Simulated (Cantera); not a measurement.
# Ignition delay

Mixture: CH₄ : H₂ : O₂ : N₂ = 1 : 0.24 : 3.85 : 14.5 (molar parts), equivalence ratio 0.55, at 0.570 bar, adiabatic and at constant volume. Ignition delay is the time to a rise of 400 K.

Computed with Cantera and GRI-Mech 3.0 (53 species, 325 reactions).

| T0 (K) | delay (ms) |
|---|---|
| 1225 | 5.53 |
| 1275 | 3.41 |
| 1325 | 2.17 |
| 1375 | 1.43 |
| 1425 | 0.981 |
| 1475 | 0.693 |

```json
{
 "apparent activation energy between 1375 and 1475 K": "120 kJ/mol"
}
```
